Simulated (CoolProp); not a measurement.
Aqueous potassium acetate as a coolant, at -12 °C, 1 atm.

The numbers come from the Melinder's fits for secondary coolants in CoolProp.

```json
[
 {"mass %": "23.9", "freezing point (°C)": "-15.0", "density (kg/m³)": "1133", "cp (kJ/(kg K))": "3.345", "viscosity (mPa s)": "(withheld)", "conductivity (W/(m K))": "0.475"},
 {"mass %": "27.6", "freezing point (°C)": "(withheld)", "density (kg/m³)": "1155", "cp (kJ/(kg K))": "3.235", "viscosity (mPa s)": "6.09", "conductivity (W/(m K))": "0.466"},
 {"mass %": "31.3", "freezing point (°C)": "-25.2", "density (kg/m³)": "1178", "cp (kJ/(kg K))": "3.127", "viscosity (mPa s)": "7.14", "conductivity (W/(m K))": "0.456"},
 {"mass %": "35", "freezing point (°C)": "-31.9", "density (kg/m³)": "1200", "cp (kJ/(kg K))": "(withheld)", "viscosity (mPa s)": "(withheld)", "conductivity (W/(m K))": "0.447"},
 {"mass %": "38.7", "freezing point (°C)": "-39.4", "density (kg/m³)": "1221", "cp (kJ/(kg K))": "2.915", "viscosity (mPa s)": "10.3", "conductivity (W/(m K))": "0.438"},
 {"mass %": "42.4", "freezing point (°C)": "(withheld)", "density (kg/m³)": "(withheld)", "cp (kJ/(kg K))": "(withheld)", "viscosity (mPa s)": "12.7", "conductivity (W/(m K))": "0.430"}
]
```

Problem. Fill in the missing entries.

Solution. 
- 23.9, viscosity (mPa s): 5.30
- 27.6, freezing point (°C): -19.5
- 35, cp (kJ/(kg K)): 3.019
- 35, viscosity (mPa s): 8.53
- 42.4, freezing point (°C): -47.1
- 42.4, density (kg/m³): 1244
- 42.4, cp (kJ/(kg K)): 2.815
